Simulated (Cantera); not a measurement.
A perfectly stirred reactor is fed with NO : N2 = 1 : 2.4 (molar parts), at 0.420 bar; it is held at 2125 K, and followed from long to short residence time.

Detailed kinetics in Cantera: GRI-Mech 3.0 (53 species, 325 reactions).

```tsv
quantity	before	after
x(NO) at τ = 17.0 s	0.0197	0.00977
x(N2O) at τ = 17.0 s	4.60e-7	2.38e-7
x(N2) at τ = 17.0 s	0.843	0.948
x(O2) at τ = 17.0 s	0.137	0.0420
x(NO2) at τ = 17.0 s	1.45e-5	4.01e-6
x(NO) at τ = 0.120 s	0.249	0.0880
x(N2O) at τ = 0.120 s	2.89e-5	3.87e-6
x(N2) at τ = 0.120 s	0.728	0.909
x(O2) at τ = 0.120 s	0.0221	0.00308
x(NO2) at τ = 0.120 s	8.00e-5	1.20e-5
```

Problem. What was changed between the two runs?
A) temperature 2125 to 1423 K
B) temperature 2125 to 2025 K
C) NO 1 to 2 parts
D) NO 1 to 0.25 parts

Solution. D, NO 1 to 0.25 parts
